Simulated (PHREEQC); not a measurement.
A made-up water analysis in mg/L, 25 °C, pH 6.7, pe 10.8: Na 44.5; K 33.1; Ca 175; Mg 22.1; Cl 266; S(6) as SO4 32.2; Alkalinity as HCO3 320; Pb 4.6; Li 0.296; O(0) (dissolved oxygen) 8.32.

Valence states are taken as typed.

Equilibrium calculation in PHREEQC: ion-association model, phreeqc.dat.

No solid was allowed to form.

Question: Order these Ca species by the share of Ca that they hold, largest first: CaHCO3+, CaSO4, Ca+2.

Answer: Ca+2 (95 %), CaHCO3+ (3.6 %), CaSO4 (1.5 %)

Question: Order these Mg species by the share of Mg that they hold, largest first: MgHCO3+, Mg+2, MgSO4.

Answer: Mg+2 (95 %), MgHCO3+ (3.4 %), MgSO4 (2.0 %)

The pH is 6.70 and the ionic strength 0.0183 mol/kgw. Saturation is exceeded, for instance for Cerussite; the values hold only as long as no solid forms. Species that the database lacks are ignored.
